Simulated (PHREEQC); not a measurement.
# Buffer: speciation

Make-up at 25 °C: 64 mmol/kgw NaHSO4, 0.15 mmol/kgw Na2B4O7 and 3.96 mmol/kgw KCl. Closed to the air; pH follows from the charge balance.

Computed with PHREEQC (ion-association model, phreeqc.dat).

Precipitation was switched off in this run.

Question: Estimate the pH.

Answer: pH 1.59.

Question: In which forms is K present?

Answer: K+ 94 %, KSO4- 6.3 % of the K.

Species that the database lacks are ignored.
